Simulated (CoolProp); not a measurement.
The fluid at 501.58 K and 11.6 MPa expands adiabatically to 0.808 MPa with isentropic efficiency 0.9. The same conditions are run with several fluids, on thermodynamics alone (safety and materials aside).

Values from CoolProp's reference Helmholtz-energy equation of state of each fluid (isobutene: Lemmon 2005; trans-2-butene: Lemmon 2005; hydrogen sulfide: Lemmon 2006; propane: Lemmon 2009; dry air: Lemmon 2000). Blends and air are pseudo-pure fits.

Task: Rank isobutene, trans-2-butene, hydrogen sulfide, propane, dry air by work (kJ/kg), highest first.

Result: dry air (244), hydrogen sulfide (182), propane (161), isobutene (104), trans-2-butene (95.3)

```json
[
 {"fluid": "isobutene", "final temperature (K)": "377.4", "final density (kg/m³)": "16.2"},
 {"fluid": "trans-2-butene", "final temperature (K)": "369.3", "final density (kg/m³)": "16.9"},
 {"fluid": "hydrogen sulfide", "final temperature (K)": "269.7", "final density (kg/m³)": "13.5"},
 {"fluid": "propane", "final temperature (K)": "381.8", "final density (kg/m³)": "11.9"},
 {"fluid": "dry air", "final temperature (K)": "259.3", "final density (kg/m³)": "10.9"}
]
```
